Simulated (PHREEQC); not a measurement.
A solution holds 0.28 mol HF, 0.0092 mol (NH4)2SiF6 and 0.0028 mol H3BO3 per kg of water, at 25 °C. Closed to the air; pH follows from the charge balance.

Computed with PHREEQC (ion-association model, phreeqc.dat).

This is a speciation only: nothing precipitates in the calculation.

**Question.** Predict the pH.

**Answer.** pH 1.72.

**Question.** In which forms is F present?

**Answer.** HF 71 %, SiF6-2 16 %, HF2- 5.7 %, BF4- 3.3 %, F- 3.1 % of the F.

Complexes and solids missing from the database can't appear. SiF6-2 is the database's only silicon fluoride. Real BF4- forms and hydrolyses slowly; the run takes it at equilibrium.
